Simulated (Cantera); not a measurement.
Counterflow diffusion flame

A counterflow diffusion flame at 0.316 atm, nozzles 20 mm apart: fuel side H2 = 1 (molar parts) at 350 K, oxidiser side O2 : N2 = 0.2 : 0.8 (molar parts) at 625 K, fuel mass flux 0.41 times the oxidiser's; mixture-averaged transport, no radiation.

Model: the H2/O2 subset of GRI-Mech 3.0, which has no nitrogen chemistry, integrated in Cantera. The maximum strain rate includes the flame's own expansion and is several times the mean.

```csv
oxidiser flux (kg/m²/s),max strain (1/s),mean strain (1/s),T max (K),peak x OH,peak x H,peak x H2O,peak x HO2
0.19,878,229,2032,0.0192,0.0425,0.245,5.37e-5
0.29,1300,350,1946,0.0179,0.0472,0.243,6.04e-5
0.44,1920,531,1862,0.0165,0.0520,0.240,6.61e-5
0.66,2860,796,1786,0.0152,0.0573,0.237,7.20e-5
0.99,4230,1190,1700,0.0134,0.0615,0.233,7.76e-5
1.5,6350,1810,1611,0.0115,0.0650,0.228,8.32e-5
2.2,9320,2650,1534,0.00994,0.0677,0.220,8.84e-5
3.4,14400,4100,1437,0.00795,0.0672,0.205,9.42e-5
```
x: mole fraction; the columns are a selection and need not sum to one.
